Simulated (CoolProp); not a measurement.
A single-stage vapour-compression cycle with ethane: evaporating at 193.15 K (dew point), condensing at 259.15 K (bubble point), superheat 5 K, subcooling 8 K, compressor efficiency 0.9, no pressure losses. Each further row changes one setting.

Model: reference Helmholtz-energy equation of state, Bücker 2006, in CoolProp.

```json
[
 {"case": "as stated", "cooling COP": "___", "pressure ratio": "10.6", "discharge temperature (K)": "318.3", "refrigerating effect (kJ/kg)": "329", "volumetric capacity (kJ/m³)": "986"},
 {"case": "evaporating temperature 198.15 K", "cooling COP": "___", "pressure ratio": "___", "discharge temperature (K)": "312.1", "refrigerating effect (kJ/kg)": "334", "volumetric capacity (kJ/m³)": "1250"},
 {"case": "condensing temperature 254.15 K", "cooling COP": "2.18", "pressure ratio": "9.28", "discharge temperature (K)": "310.6", "refrigerating effect (kJ/kg)": "344", "volumetric capacity (kJ/m³)": "1030"},
 {"case": "subcooling 13 K", "cooling COP": "___", "pressure ratio": "10.6", "discharge temperature (K)": "318.3", "refrigerating effect (kJ/kg)": "344", "volumetric capacity (kJ/m³)": "1030"},
 {"case": "superheat 15 K", "cooling COP": "1.93", "pressure ratio": "10.6", "discharge temperature (K)": "330.1", "refrigerating effect (kJ/kg)": "344", "volumetric capacity (kJ/m³)": "975"},
 {"case": "compressor efficiency 0.8", "cooling COP": "___", "pressure ratio": "10.6", "discharge temperature (K)": "328.6", "refrigerating effect (kJ/kg)": "329", "volumetric capacity (kJ/m³)": "986"}
]
```

Complete the blanks.


- as stated, cooling COP: 1.95
- evaporating temperature 198.15 K, cooling COP: 2.22
- evaporating temperature 198.15 K, pressure ratio: 8.38
- subcooling 13 K, cooling COP: 2.04
- compressor efficiency 0.8, cooling COP: 1.73
